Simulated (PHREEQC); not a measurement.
Leach liquor: an equilibrium model

Solution (85 °C): 2.1 mmol/kgw HCl, 28 mmol/kgw Li2SO4 and 0.7 mmol/kgw Fe2(SO4)3. Closed to the air; pH follows from the charge balance.

Computed with PHREEQC (ion-association model, phreeqc.dat).

```
Property                   Value
----------------  --------------
pH                          3.23
ionic strength    0.0813 mol/kgw
density              0.972 g/cm³
total alkalinity    -4.90 meq/kg
```

```csv
species,molality,activity,log γ
Li+,0.0539,0.0424,-0.104
SO4-2,0.0245,0.00874,-0.448
HSO4-,0.00312,0.00240,-0.114
Cl-,0.00210,0.00159,-0.121
LiSO4-,0.00209,0.00162,-0.111
H+,0.000730,0.000596,-0.088
```

Precipitation was switched off in this run. Examples of supersaturated solids here: Hematite (slow to form), Goethite (slow to form). Others may be too. Away from 25 °C the constants follow the database's enthalpies or fits; those with neither stay at their 25 °C values.
